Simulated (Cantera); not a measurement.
An isothermal, constant-pressure homogeneous reactor starts with NH3 : H2 = 1 : 0.61 (molar parts), at 1675 K and 135 Torr.

Model: the gas-phase N/H chemistry of the illustrative SiF4/NH3 mechanism in the Surface Chemkin manual (1991), integrated in Cantera. Walls and surfaces, which speed up NH3 decomposition in real reactors, are not modelled.

Q: Predict: x(NH3) at 40.0 s; x(H2) at 40.0 s; x(N2) at 40.0 s; x(N2H2) at 40.0 s; x(NH2) at 40.0 s.

A: 
```
Item                                                 Value
-----------------  ---------------------------------------
x(NH3) at 40.0 s    0.0439 (gas-phase equilibrium 2.19e-6)
x(H2) at 40.0 s        0.778 (gas-phase equilibrium 0.808)
x(N2) at 40.0 s        0.178 (gas-phase equilibrium 0.192)
x(N2H2) at 40.0 s   1.72e-8 (gas-phase equilibrium <1e-12)
x(NH2) at 40.0 s   2.29e-5 (gas-phase equilibrium 1.67e-9)
```
